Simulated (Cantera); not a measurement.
Charge: 1 mol TiC, 0.015 mol H₂, held at 2775 K and 1330 Pa.

Method: chemical equilibrium by Gibbs-energy minimisation in Cantera with the NASA 1993 tables (ideal gas, pure condensed phases). TiC: taken at fixed stoichiometry. Rates play no part.

```
species             before     after
----------------  --------  --------
H₂                   0.522     0.999
H                    0.468  0.000772
Ti                 0.00654   1.62e-8
C₂H₂ (acetylene)   0.00267     <1e-9
C₂H               0.000290     <1e-9
C                 0.000153     <1e-9
C₃                0.000118     <1e-9
C₂                 2.82e-5     <1e-9
TiC(s), mol          1.000      1.00
```
Gas species are given as mole fractions.

Problem. Which change was made?
A) pressure from 1330 Pa to 10000 Pa
B) pressure from 1330 Pa to 1.20 Pa
C) temperature from 2775 K to 1648.15 K
D) temperature from 2775 K to 1973 K

Solution. C, temperature from 2775 K to 1648.15 K
